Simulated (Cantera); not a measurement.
Mixture: CH3OH : O2 : N2 = 1 : 3.19 : 12 (molar parts), equivalence ratio 0.47, at 0.630 bar, adiabatic and at constant pressure. Ignition delay is the time to a rise of 400 K.

Detailed kinetics in Cantera: GRI-Mech 3.0 (53 species, 325 reactions). GRI-Mech 3.0 was tuned for natural gas; its chemistry of methanol as a main component is partial and can be far from experiment.

**Question.** Predict: delay at 1198 K; delay at 1298 K; delay at 1398 K; delay at 1498 K; delay at 1598 K; apparent activation energy between 1548 and 1648 K.

**Answer.** 
```json
{
  "delay at 1198 K": "17.7 ms",
  "delay at 1298 K": "4.07 ms",
  "delay at 1398 K": "1.23 ms",
  "delay at 1498 K": "0.469 ms",
  "delay at 1598 K": "0.212 ms",
  "apparent activation energy between 1548 and 1648 K": "150 kJ/mol"
}
```
